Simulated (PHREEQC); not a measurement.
## Buffer (model solution)

Dissolve 0.065 mol NH4Cl and 0.075 mol Na2HPO4 per kg of water at 25 °C. Closed to the air; pH follows from the charge balance.

Model: ion-association model, wateq4f.dat, run in PHREEQC.

```json
{
  "pH": "8.09",
  "ionic_strength": "0.274 mol/kgw",
  "activity_of_water": "0.994",
  "total_alkalinity": "75.0 meq/kg"
}
```

| species | molality | activity | log γ |
|---|---|---|---|
| Na+ | 0.145 | 0.106 | -0.138 |
| HPO4-2 | 0.0667 | 0.0178 | -0.574 |
| Cl- | 0.0650 | 0.0447 | -0.162 |
| NH4+ | 0.0618 | 0.0455 | -0.133 |
| NaHPO4- | 0.00504 | 0.00366 | -0.138 |
| H2PO4- | 0.00321 | 0.00233 | -0.138 |

This is a speciation only: nothing precipitates in the calculation. Species that the database lacks are ignored. H3PO4, which wateq4f.dat lacks, is added to it with the constant of phreeqc.dat.
